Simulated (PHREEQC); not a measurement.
Dissolve 2 mmol/kgw NaOH, 0.1 mmol/kgw CO2 and 6.4 mmol/kgw K3PO4 at 20 °C and 50 atm. Closed to the air; pH follows from the charge balance.

All values are PHREEQC results (ion-association model, phreeqc.dat), not measurements.

Precipitation was switched off in this run.

Problem. Order these P species by the share of P that they hold, largest first: PO4-3, NaHPO4-, KHPO4-, HPO4-2.

Solution. HPO4-2 (59 %), PO4-3 (40 %), KHPO4- (1.1 %), NaHPO4- (0.11 %)

The pH is 11.82 and the ionic strength 0.0327 mol/kgw. Under pressure, the constants of complexes without a molar volume in the database are unreliable.
